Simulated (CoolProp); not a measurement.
Model: reference Helmholtz-energy equation of state, Span 2000, in CoolProp.

Question: For nitrogen, give the phase and the Z, speed of sound (m/s), Joule-Thomson coefficient (K/MPa), expansivity (1/kK) at -196.65 °C and 1860 kPa; -182.35 °C and 1860 kPa; -139.65 °C and 1860 kPa.

Answer: 
- -196.65 °C and 1860 kPa: liquid; Z 0.101, speed of sound 875, Joule-Thomson coefficient -0.357, expansivity 5.41
- -182.35 °C and 1860 kPa: liquid; Z 0.0924, speed of sound 729, Joule-Thomson coefficient -0.239, expansivity 6.86
- -139.65 °C and 1860 kPa: gas; Z 0.827, speed of sound 216, Joule-Thomson coefficient 9.55, expansivity 13.4
